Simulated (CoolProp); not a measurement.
Properties of sulfur hexafluoride at several states (Tc = 45.6 °C, pc = 3755 kPa, ω = 0.210).

Computed with CoolProp (reference Helmholtz-energy equation of state, Guder 2009).

```
T (°C)  p (kPa)          phase  density (kg/m³)  isothermal compressibility (1/MPa)  viscosity (µPa s)  Prandtl number
------  -------  -------------  ---------------  ----------------------------------  -----------------  --------------
103.45     2410            gas            129.0                              0.4799               20.1           0.807
209.85      119            gas            4.338                               8.423               23.1           0.758
47.15       328            gas            18.53                               3.143               16.3           0.783
277.35     4060  supercritical            134.2                              0.2533               27.5           0.728
235.25     1060            gas            37.21                              0.9581               24.5           0.745
58.45       116            gas            6.202                               8.700               16.7           0.775
```

Viscosity comes from a separate model (Quiñones-Cisneros 2012). Thermal conductivity comes from a separate model (Assael 2012).
